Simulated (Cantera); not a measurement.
# Carbothermic reduction: CuO + CO + N₂

A closed system holds: 1 mol CuO, 14 mol CO, 0.82 mol N₂, held at 2152 °C.

Cantera equilibrium calculation (NASA polynomials, part measured and part estimated; ideal gas, pure solids and liquids). Candidate condensed phases: C, Cu, CuO, Cu₂O; 27 gas species. Rates play no part.

From 0.0750 Torr to 278 Torr nothing is condensed. From 1430 Torr to 7500 Torr the condensed part is Cu(l). The main Cu-bearing gas is Cu throughout.

| P (Pa) | x CO | x CO₂ | x Cu | x N₂ | x O | x O₂ | x Cu₂ | n Cu(l) |
|---|---|---|---|---|---|---|---|---|
| 10 | 0.832 | 0.0144 | 0.0604 | 0.0493 | 0.0420 | 0.00180 | 4.41e-8 | 0 |
| 52 | 0.828 | 0.0364 | 0.0618 | 0.0504 | 0.0204 | 0.00222 | 2.39e-7 | 0 |
| 270 | 0.824 | 0.0545 | 0.0628 | 0.0513 | 0.00594 | 0.000971 | 1.28e-6 | 0 |
| 1400 | 0.822 | 0.0612 | 0.0631 | 0.0517 | 0.00129 | 0.000237 | 6.72e-6 | 0 |
| 7200 | 0.822 | 0.0628 | 0.0631 | 0.0518 | 0.000257 | 4.85e-5 | 3.46e-5 | 0 |
| 37000 | 0.822 | 0.0631 | 0.0629 | 0.0518 | 5.03e-5 | 9.54e-6 | 0.000176 | 0 |
| 190000 | 0.826 | 0.0635 | 0.0576 | 0.0521 | 9.80e-6 | 1.86e-6 | 0.000760 | 0.0696 |
| 1000000 | 0.867 | 0.0667 | 0.0109 | 0.0547 | 1.86e-6 | 3.54e-7 | 0.000144 | 0.832 |
x: gas mole fraction; n: condensed amount in mol.
